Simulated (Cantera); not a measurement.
## Equilibrium for nitride etching: AlN + H2O + H2 + Cl2

Feed: 1 mol AlN, 0.48 mol H2O, 7.5 mol H2, 0.069 mol Cl2, at 0.133 bar.

Method: chemical equilibrium by Gibbs-energy minimisation in Cantera with the NASA 1993 tables (ideal gas, pure condensed phases). Candidate condensed phases: Al, AlCl3, AlN, Al2O3, H2O, NH4Cl; 45 gas species. Mutual solubility and eutectic melting of coexisting phases are not modelled. The tables' values for AlCl2, AlOH are old estimates; treat these amounts as uncertain. Condensed phases not in the tables: AlOCl, aluminium oxynitride. Equilibrium is a limit: real reactors are often held back by kinetics, nucleation or transport.

From 500 °C to 1700 °C the condensed part is AlN(s) + Al2O3(s). At 1900 °C the condensed part is Al2O3(s). The main Al-bearing gas is AlCl3 at 500 °C and Al2O at 1900 °C.

```tsv
T (°C)	log p H2	log p N2	log p Al2O	log p Al	log p HCl	log p AlCl	log p H	n AlN(s)	n Al2O3(s)
500	-0.89	-2.58	<-12	<-12	-2.67	<-12	-12.49	0.678	0.160
700	-0.89	-2.58	<-12	<-12	-2.67	-10.75	-9.41	0.678	0.160
900	-0.89	-2.58	<-12	<-12	-2.68	-7.52	-7.37	0.677	0.160
1100	-0.89	-2.58	<-12	-10.97	-2.69	-5.25	-5.92	0.676	0.160
1300	-0.89	-2.56	-9.12	-7.90	-2.75	-3.64	-4.84	0.660	0.160
1500	-0.89	-2.48	-6.14	-5.56	-3.19	-2.82	-3.99	0.584	0.160
1700	-0.90	-2.42	-3.78	-3.70	-4.05	-2.68	-3.32	0.520	0.156
1900	-0.94	-2.14	-2.41	-2.60	-4.49	-2.70	-2.78	0	0.0696
```
log p: log10 of the partial pressure in bar; n: condensed amount in mol.
